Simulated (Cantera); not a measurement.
Input: 1 mol LiOH, 0.066 mol H₂O, equilibrated at 752 °C and 10.0 Torr.

These are equilibrium values from Cantera (NASA tables, ideal gas, pure condensed phases), not measurements of a reactor. Candidate condensed phases: H₂O, Li, LiH, LiOH, Li₂O; 17 gas species. Rates play no part.

Base state: H₂O 1.000, LiOH 0.000328, Li₂(OH)₂ 1.78e-5 (mole fractions); condensed: Li₂O(s).

Problem. What changes in the equilibrium state with this change: LiOH replaced by CaCO₃?

Solution. 
| species | before | after |
|---|---|---|
| CO₂ | 0 | 0.938 |
| H₂O | 1.000 | 0.0619 |
| LiOH | 0.000328 | 0 |
| Li₂(OH)₂ | 1.78e-5 | 0 |
| Li₂O(s), mol | 0.500 | 0 |
| CaO(s), mol | 0 | 1.00 |
Further candidate phases: C, C₆H₆, C₇H₈, C₈H₁₈, Ca, CaCO₃, CaO, Ca(OH)₂.
